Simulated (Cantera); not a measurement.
A perfectly stirred reactor is fed with H2 : O2 : N2 : H2O = 1 : 0.455 : 4.55 : 1.5 (molar parts), equivalence ratio 1.1, at 500000 Pa; it is adiabatic with a 800 K inlet, and is followed from long to short residence time, starting on the burning branch (τ in s: 0.44, 0.19, 0.085, 0.037, 0.016, 0.0071, 0.0031, 0.0014, 0.00059, 0.00026, 0.00011, 4.9e-05, 2.2e-05).

Model: the H2/O2 subset of GRI-Mech 3.0, which has no nitrogen chemistry, integrated in Cantera. The hydrogen kinetics of GRI-Mech 3.0 are dated; newer H2 mechanisms differ, most at raised pressure.

| quantity | before | after |
|---|---|---|
| blow-out, bracketed by the residence times tried | burning at 49.0 µs, out at 22.0 µs | burning at 0.260 ms, out at 0.110 ms |
| x(H2) at τ = 0.440 s | 0.0129 | 0.0568 |
| x(O2) at τ = 0.440 s | 5.17e-5 | 4.44e-5 |
| x(H2O) at τ = 0.440 s | 0.342 | 0.298 |
| x(H) at τ = 0.440 s | 6.49e-5 | 5.68e-5 |
| x(O) at τ = 0.440 s | 3.53e-7 | 1.83e-8 |
| x(H2) at τ = 3.10 ms | 0.0148 | 0.0577 |
| x(O2) at τ = 3.10 ms | 0.000991 | 0.000647 |
| x(H2O) at τ = 3.10 ms | 0.339 | 0.296 |
| x(H) at τ = 3.10 ms | 0.000576 | 0.000541 |
| x(O) at τ = 3.10 ms | 2.31e-5 | 2.26e-6 |

Which change was made?
A) O2 0.455 to 0.3 parts
B) pressure from 500000 Pa to 210000 Pa
C) H2O 1.5 to 1.1 parts
D) N2 4.55 to 2.9 parts

A, O2 0.455 to 0.3 parts
